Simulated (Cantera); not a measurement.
A closed system holds: 1 mol SiC, 0.01 mol O2, 4 mol H2, held at 1152 °C and 3.38 Torr.

Equilibrium computed with Cantera from the NASA thermochemical tables; the gas is ideal and each condensed phase is pure. Candidate condensed phases: C, C6H6, C7H8, C8H18, H2O, Si, SiC, SiO2; 123 gas species. Equilibrium is a limit: real reactors are often held back by kinetics, nucleation or transport.

Base state: H2 0.995, SiO 0.00249, CO 0.00249, H 0.000101 (mole fractions); condensed: SiC(s).

Task: What changes in the equilibrium state with this change: SiC replaced by Si3N4?

Result: 
| species | before | after |
|---|---|---|
| H2 | 0.995 | 0.998 |
| N2 | 0 | 0.00222 |
| H | 0.000101 | 0.000102 |
| CO | 0.00249 | 0 |
| SiO | 0.00249 | 2.82e-5 |
| SiC(s), mol | 0.990 | 0 |
| Si(s), mol | 0 | 0.00331 |
| Si2N2O(s), mol | 0 | 0.0199 |
| Si3N4(s), mol | 0 | 0.986 |
Mutual solubility and eutectic melting of coexisting phases are not modelled. Further candidate phases: Si2N2O, Si3N4.
